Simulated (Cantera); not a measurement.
Input: 1 mol Fe3O4, 0.52 mol C, 15 mol H2, at 1477 °C and 0.00110 bar.

Equilibrium computed with Cantera from the NASA thermochemical tables; the gas is ideal and each condensed phase is pure. Candidate condensed phases: C, C6H6, C7H8, C8H18, Fe, Fe(CO)5, FeO, Fe(OH)2, Fe(OH)3, Fe2O3, Fe3O4, H2O; 114 gas species. Rates play no part.

Base state: H2 0.730, H2O 0.218, CO 0.0305, Fe 0.0127, H 0.00599, CO2 0.00251, OH 0.000105, FeO 3.79e-5 (mole fractions); condensed: Fe(δ).

Q: What changes in the equilibrium state with this change: H2 from 15 to 0.39 mol?

A: 
```tsv
species	before	after
CO	0.0305	0.342
H2O	0.218	0.300
CO2	0.00251	0.227
H2	0.730	0.125
Fe	0.0127	0.00244
OH	0.000105	0.000349
H	0.00599	0.00248
Fe(OH)2	1.52e-5	3.24e-5
Fe(δ), mol	2.80	0
FeO(l), mol	0	3.00
```
The tables' stoichiometric FeO is somewhat more stable than real wüstite, so its field is too wide. FeO: taken at fixed stoichiometry.

Q: What changes in the equilibrium state with this change: temperature from 1477 °C to 1525 °C?

A: 
```tsv
species	before	after
H2	0.730	0.717
H2O	0.218	0.215
CO	0.0305	0.0301
Fe	0.0127	0.0261
FeO	3.79e-5	9.06e-5
OH	0.000105	0.000177
H	0.00599	0.00900
Fe(OH)2	1.52e-5	2.01e-5
Fe(δ), mol	2.80	2.58
```
